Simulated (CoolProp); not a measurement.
c-C4F8 (RC318) at several states: density (kg/m³) from the reference equation and from simpler models built on Tc = 388.4 K, pc = 2778 kPa, ω = 0.355; each cubic takes its own stable root.

Values from CoolProp's reference Helmholtz-energy equation of state, Platzer 1990. This equation is an older, rougher fit; its heat capacities, sound speeds and derivatives of the liquid may be far off and weren't checked against measurements.

```
T (K)  p (kPa)   phase  reference  van der Waals  Redlich-Kwong  Soave-Redlich-Kwong  Peng-Robinson
-----  -------  ------  ---------  -------------  -------------  -------------------  -------------
348       6070  liquid       1338          910.1           1206                  ___           1407
399.2      906     gas        ___            ___          61.35                61.19          62.00
310.8      662  liquid       1447            ___          62.28                 1343            ___
302.6      504  liquid       1481            ___            ___                  ___           1566
```

Some entries are withheld; supply them.


- 348, Soave-Redlich-Kwong: 1251
- 399.2, reference: 61.05
- 399.2, van der Waals: 60.56
- 310.8, van der Waals: 59.37
- 310.8, Peng-Robinson: 1523
- 302.6, van der Waals: 44.90
- 302.6, Redlich-Kwong: 46.62
- 302.6, Soave-Redlich-Kwong: 1381

At some of these states van der Waals, Redlich-Kwong gives the other phase, because its saturation line lies elsewhere.
